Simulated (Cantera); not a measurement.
A closed system holds: 1 mol SiH4, 0.74 mol NO, equilibrated at 1002 °C and 13.0 Pa.

Method: chemical equilibrium by Gibbs-energy minimisation in Cantera with the NASA 1993 tables (ideal gas, pure condensed phases). Candidate condensed phases: H2O, Si, SiO2, Si2N2O, Si3N4; 35 gas species. Mutual solubility and eutectic melting of coexisting phases are not modelled. The tables hold silica as quartz up to 1696 K and as liquid above; real silica turns to tridymite and cristobalite and melts near 1996 K. Rates play no part.

Base state: H2 0.969, SiO 0.0314, H 6.36e-5 (mole fractions); condensed: Si(s) + SiO2(β-quartz) + Si2N2O(s).

Task: What changes in the equilibrium state with this change: NO from 0.74 to 17 mol?

Result: 
```
species               before     after
-------------------  -------  --------
N2                   6.49e-7     0.500
O2                     <1e-9     0.382
H2O                  1.86e-7     0.118
H2                     0.969   9.21e-7
SiO                   0.0314     <1e-9
NO                     <1e-9  0.000360
OH                     <1e-9   9.22e-5
H                    6.36e-5   6.20e-8
Si(s), mol            0.0426         0
SiO2(β-quartz), mol    0.153      1.00
Si2N2O(s), mol         0.370         0
```

Task: What changes in the equilibrium state with this change: 1.6 mol HCl added?

Result: 
| species | before | after |
|---|---|---|
| H2 | 0.969 | 0.574 |
| HCl | 0 | 0.403 |
| SiCl2 | 0 | 0.0165 |
| SiO | 0.0314 | 0.00472 |
| SiCl3 | 0 | 0.00138 |
| SiCl4 | 0 | 0.000755 |
| SiHCl3 | 0 | 4.35e-5 |
| Si(s), mol | 0.0426 | 0 |
| SiO2(β-quartz), mol | 0.153 | 0.177 |
| Si2N2O(s), mol | 0.370 | 0.369 |
The tables' values for SiCl3 are old estimates; treat these amounts as uncertain. Further candidate phases: NH4Cl.
